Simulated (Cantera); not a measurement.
An isothermal, constant-pressure homogeneous reactor starts with C2H6 : N2 = 6.9 : 64 (molar parts), at 1650 K and 1.00 bar.

Computed with Cantera and GRI-Mech 3.0 (53 species, 325 reactions). GRI-Mech 3.0 stops at C3 and has no aromatics, soot or wall deposition, so with more carbon than oxygen in the feed, carbon stays in small species such as C2H2 where larger ones or solid carbon would form.

One state of this run: x C2H6 = 8.73e-7; x C2H = 7.77e-8; x H = 3.52e-5; x C2H2 = 0.0783; x CH2 = 5.77e-9; x CH4 = 0.00562; x C2H4 = 0.000878. x: mole fraction; the columns are a selection and need not sum to one.

### Question
Which value of t (s) does it belong to?
(A) 2.39
(B) 10.0
(C) 0.570
(D) 0.136

### Answer
C, 0.570
